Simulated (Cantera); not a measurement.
Cantera run:

```python
import numpy as np
import cantera as ct

gas_names = """
    C CN CO CO2 C2 CCN CNC C2N2 C2O C3 C3O2 C4 C4N2 C5 Fe FeC5O5 FeO N NCO NO NO2 NO3 N2 N2O O O2 O3
""".split()
cond_names = """
    C(gr) Fe(a) Fe(c) Fe(d) Fe(L) FeC5O5(L) FeO(s) FeO(L) Fe2O3(s) Fe3O4(s)
""".split()


# ... load() reads the species with a 1 bar reference pressure and builds the phases ...
atoms = {
    'Fe(CO)5': {'Fe': 1, 'C': 5, 'O': 5},
    'N2': {'N': 2},
    'O2': {'O': 2},
}
top_T = {'C(gr)': 4500, 'Fe2O3(s)': 1830, 'Fe3O4(s)': 1870}  # K; cautious upper limits of use, not melting points


# ... equilibrate(T, P, feed) seeds the gas with the atoms and calls Mixture.equilibrate('TP', solver="vcs", rtol=1e-11, max_steps=5000) ...
results = []
feed = {'Fe(CO)5': 1, 'N2': 2.4, 'O2': 0.071}  # mol
T = 1223  # K
for P in [10, 68, 460, 3200, 22000, 150000, 1000000]:
    mix = equilibrate(T, P, feed)
    results.append((T, P, feed, dict(zip(mix.species_names, mix.species_moles))))

top = {s: max(r[3][s] / sum(r[3][g] for g in gas_names) for r in results) for s in gas_names}
cols = sorted((s for s in top if top[s] > 1e-06), key=lambda s: -top[s])[:8]
seen = [c for c in cond_names if any(r[3].get(c, 0) > 1e-12 for r in results)]
print("log10 of partial pressures in bar; condensed amounts in mol")
print(f"{'P/Pa':>10s}" + "".join(f"{s[:9]:>10s}" for s in cols + seen))
for T, P, feed, n in results:
    ng = sum(n[g] for g in gas_names)
    print(f"{P:10.4g}" + "".join(f"{np.log10(max(n[s] / ng * P / 1e5, 1e-99)):10.3f}" for s in cols)
          + "".join(f"{n.get(c, 0):10.4g}" for c in seen))
```

Result:

```
log10 of partial pressures in bar; condensed amounts in mol
      P/Pa        CO        N2       CO2        Fe     C(gr)     Fe(c)
        10    -4.183    -4.489    -5.717    -9.976         0         1
        68    -3.350    -3.657    -4.884    -9.976         0         1
       460    -2.520    -2.826    -4.054    -9.976         0         1
      3200    -1.678    -1.984    -3.212    -9.976         0         1
   2.2e+04    -0.840    -1.147    -2.375    -9.976         0         1
   1.5e+05    -0.007    -0.313    -1.541    -9.976         0         1
     1e+06     0.788     0.525    -0.286    -9.976    0.2293         1
```

Method: chemical equilibrium by Gibbs-energy minimisation in Cantera with the NASA 1993 tables (ideal gas, pure condensed phases). Condensed phases not in the tables: cementite and carbon dissolved in iron.
